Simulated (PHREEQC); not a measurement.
## Sulfide liquor (model solution)

A solution holds 0.00018 mol/kgw H2S, 9.6e-05 mol/kgw NaCl and 0.0051 mol/kgw FeCl2, at 25 °C. Closed to the air; pH follows from the charge balance.

Computed with PHREEQC (ion-association model, phreeqc.dat).

No solid was allowed to form.

Problem. Predict the pH.

Solution. pH 4.89.

Problem. In which forms is S present?

Solution. H2S 92 %, Fe(HS)2 6.9 %, HS- 0.9 % of the S.

Examples of supersaturated solids here: Mackinawite, FeS(ppt). Others may be too.
